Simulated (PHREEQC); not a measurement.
Dissolve 8e-05 mol/kgw Na2HAsO4 and 0.0082 mol/kgw FeCl3 at 25 °C. Closed to the air; pH follows from the charge balance.

Model: ion-association model, wateq4f.dat, run in PHREEQC.

The pH comes out as 2.41 and the ionic strength is 0.0410 mol/kgw. The total alkalinity is -16.3 meq/kg.

| species | molality | activity | log γ |
|---|---|---|---|
| Cl- | 0.0236 | 0.0195 | -0.083 |
| H+ | 0.00453 | 0.00390 | -0.065 |
| Fe+3 | 0.00283 | 0.000743 | -0.582 |
| FeOH+2 | 0.00251 | 0.00123 | -0.310 |
| FeCl+2 | 0.000894 | 0.000438 | -0.310 |
| Fe2(OH)2+4 | 0.000765 | 4.07e-5 | -1.274 |
| Na+ | 0.000160 | 0.000133 | -0.079 |
| Fe(OH)2+ | 0.000124 | 0.000104 | -0.076 |
| Fe3(OH)4+5 | 8.68e-5 | 8.87e-7 | -1.991 |

This is a speciation only: nothing precipitates in the calculation. Saturation is exceeded, for instance for Hematite (slow to form), Goethite (slow to form); the values hold only as long as no solid forms. The database's scorodite may be far more soluble than the real mineral, and it has no iron arsenate complexes; the constant wasn't checked at its source.
